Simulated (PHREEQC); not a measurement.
0.1 mol of Fluorite (CaF2) is brought to equilibrium with 1 kg of water, at 25 °C under several pressures of CO2. O2 is buffered at 0.21 atm. Solids allowed: Fluorite, Calcite. Others were left out.

Equilibrium calculation in PHREEQC: ion-association model, phreeqc.dat.

```
log pCO2 (atm)    pH  dissolved Ca (mol/kgw)  dissolved F (mol/kgw)  CO2 (mol/kgw)  HF (mol/kgw)
--------------  ----  ----------------------  ---------------------  -------------  ------------
-5              6.49                0.000195               0.000390        3.40e-7       1.84e-7
-4.5            6.25                0.000195               0.000390        1.08e-6       3.19e-7
-4              6.00                0.000195               0.000390        3.40e-6       5.64e-7
-3.5            5.75                0.000195               0.000391        1.08e-5       1.00e-6
-3              5.50                0.000196               0.000391        3.40e-5       1.78e-6
-2.5            5.25                0.000196               0.000392       0.000108       3.15e-6
-2              5.00                0.000197               0.000394       0.000340       5.60e-6
-1.5            4.75                0.000199               0.000397        0.00108       9.93e-6
-1              4.50                0.000201               0.000403        0.00340       1.76e-5
-0.5            4.25                0.000206               0.000412         0.0107       3.10e-5
0               4.00                0.000215               0.000430         0.0338       5.42e-5
```
